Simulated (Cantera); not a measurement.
Charge: 1 mol trisilylamine, 2 mol NH3, 75 mol H2, equilibrated at 625 °C and 0.285 Torr.

Method: chemical equilibrium by Gibbs-energy minimisation in Cantera with the NASA 1993 tables (ideal gas, pure condensed phases). Candidate condensed phases: Si, Si3N4; 18 gas species. The feed counts by its element totals alone. Rates play no part.

Base state: H2 1.00 (mole fractions); condensed: Si(s) + Si3N4(s).

### Question
What changes in the equilibrium state with this change: temperature from 625 °C to 1200 °C?

### Answer
| species | before | after |
|---|---|---|
| H2 | 1.00 | 0.981 |
| N2 | <1e-9 | 0.0179 |
| H | 5.64e-9 | 0.000644 |
| Si | <1e-9 | 1.45e-5 |
| Si(s), mol | 0.750 | 3.00 |
| Si3N4(s), mol | 0.750 | 0 |
